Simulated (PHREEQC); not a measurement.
**Acid mine or pickling water**

A made-up water analysis in mg/L, 25 °C, pH 3.59, pe 12.8: Na 52.1; K 99.7; Ca 25.1; Mg 4.15; Cl 71; S(6) as SO4 245; Fe(3) 2.15; B 2.16; F 0.0294.

Valence states are taken as typed.

The numbers come from PHREEQC with the ion-association model, wateq4f.dat.

Each row changes one thing in this solution. No solid was allowed to form.

```csv
case,ionic strength (mol/kgw),Ca+2 (mol/kgw),Mg+2 (mol/kgw),CaSO4 (mol/kgw),HSO4- (mol/kgw),MgSO4 (mol/kgw),SI of Jarosite-Na (NaFe3(SO4)2(OH)6),SI of Gypsum (CaSO4:2H2O)
as made,0.00956,0.000518,0.000137,0.000108,4.30e-5,3.39e-5,-0.68,-1.68
temperature from 25 to 65 °C at the same typed pH,___,0.000496,0.000110,0.000130,0.000107,6.07e-5,-1.15,-1.66
Ca from 25.1 to 12.6 mg/L,0.00913,___,___,5.61e-5,___,___,-0.66,-1.97
```

Problem. Fill in the missing entries.

Solution. 
- temperature from 25 to 65 °C at the same typed pH, ionic strength (mol/kgw): 0.00922
- Ca from 25.1 to 12.6 mg/L, Ca+2 (mol/kgw): 0.000258
- Ca from 25.1 to 12.6 mg/L, Mg+2 (mol/kgw): 0.000136
- Ca from 25.1 to 12.6 mg/L, HSO4- (mol/kgw): 4.41e-5
- Ca from 25.1 to 12.6 mg/L, MgSO4 (mol/kgw): 3.49e-5

Some of these states are supersaturated (in Jarosite-K, Hematite (slow to form), for instance). Constants without temperature data keep their 25 °C values here. Real BF4- forms and hydrolyses slowly; the run takes it at equilibrium. Fluoro complexes past AlF4- and FeF3 are missing from the database.
